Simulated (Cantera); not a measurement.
Feed: 1 mol Pb, 8 mol H2, at 1473 K and 0.100 bar.

These are equilibrium values from Cantera (NASA tables, ideal gas, pure condensed phases), not measurements of a reactor. Candidate condensed phases: Pb; 4 gas species. Kinetics and transport are ignored.

Task: What is the equilibrium state?

Result: 
```
Quantity                              Value
--------------------------------  ---------
x(H2)                                 0.889
x(Pb)                                 0.111
x(H)                                3.77e-5
x(Pb2)                              2.30e-5
gas amount                        9.000 mol
log10 activity of Pb(l) (absent)      -0.23
```
